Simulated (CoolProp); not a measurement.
Nitrous oxide at several states: fugacity coefficient from the reference equation and from simpler models built on Tc = 309.5 K, pc = 7245 kPa, ω = 0.161; each cubic takes its own stable root.

Computed with CoolProp (reference Helmholtz-energy equation of state, Lemmon 2006). It is a short technical equation, of lower accuracy than the large ones.

```
T (K)  p (kPa)   phase  reference  van der Waals  Redlich-Kwong
-----  -------  ------  ---------  -------------  -------------
290.9     10.8     gas     0.9994         0.9995         0.9994
229.6     1550  liquid        ___         0.8719         0.5905
257.3      628     gas     0.9467            ___         0.9505
461.7     4150     gas     0.9522            ___            ___
```

Question: Fill in the missing entries.

Answer: 
- 229.6, reference: 0.4865
- 257.3, van der Waals: 0.9602
- 461.7, van der Waals: 0.9406
- 461.7, Redlich-Kwong: 0.9453

At some of these states van der Waals gives the other phase, because its saturation line lies elsewhere.
